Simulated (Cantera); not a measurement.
A perfectly stirred reactor is fed with 24.9 % CH₄, 74.7 % N₂, 0.448 % H₂O, at 2.25 Torr; it is held at 1475 K, and followed from long to short residence time.

Detailed kinetics in Cantera: GRI-Mech 3.0 (53 species, 325 reactions). GRI-Mech 3.0 stops at C3 and has no aromatics, soot or wall deposition, so with more carbon than oxygen in the feed, carbon stays in small species such as C2H2 where larger ones or solid carbon would form. Radical loss at walls, strong at low pressure, is not modelled.

Problem. Predict: x(CH₄) at τ = 7.90 s; x(H) at τ = 7.90 s; x(HCN) at τ = 7.90 s; x(H₂) at τ = 7.90 s; x(CH₂) at τ = 7.90 s; x(CH₄) at τ = 0.190 s; x(H) at τ = 0.190 s; x(H₂) at τ = 0.190 s; x(CH₂) at τ = 0.190 s.

Solution. 
```json
{
  "x(CH₄) at τ = 7.90 s": "0.184",
  "x(H) at τ = 7.90 s": "1.28e-5",
  "x(HCN) at τ = 7.90 s": "6.04e-9",
  "x(H₂) at τ = 7.90 s": "0.0756",
  "x(CH₂) at τ = 7.90 s": "6.73e-8",
  "x(CH₄) at τ = 0.190 s": "0.249",
  "x(H) at τ = 0.190 s": "2.64e-8",
  "x(H₂) at τ = 0.190 s": "6.55e-5",
  "x(CH₂) at τ = 0.190 s": "1.05e-9"
}
```
